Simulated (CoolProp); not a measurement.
Model: reference Helmholtz-energy equation of state, Lemmon 2003, in CoolProp. It is a pseudo-pure fit of the blend.

**Question.** For R404A, give the phase and the cp (kJ/(kg K)), Prandtl number, fugacity coefficient at 348.2 K and 994 kPa.

**Answer.** 
- 348.2 K and 994 kPa: gas; cp 1.04, Prandtl number 0.821, fugacity coefficient 0.908

Viscosity comes from a separate model (Geller 2000). Thermal conductivity comes from a separate model (Geller 2001).
